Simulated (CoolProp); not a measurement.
Vapour-liquid equilibrium of R134a (1) + R1234ze(E) (2) at 204.4 K; x and y are mole fractions of (1).

The numbers come from the multi-fluid Helmholtz-energy mixture model, Tillner-Roth 1994 and Thol 2016; pair parameters Bell 2022 in CoolProp.

### Question
Give the bubble pressure and the first vapour's composition at x = 0.275, 0.35, 0.95. Is there an azeotrope?

### Answer
x = 0.275: 0.07334 bar, y = 0.382; x = 0.35: 0.07572 bar, y = 0.455; x = 0.95: 0.08691 bar, y = 0.956. No azeotrope shows between x = 0.05 and 0.95.

Pair parameters are fitted to limited data, so mixtures are less certain than the pure fluids.
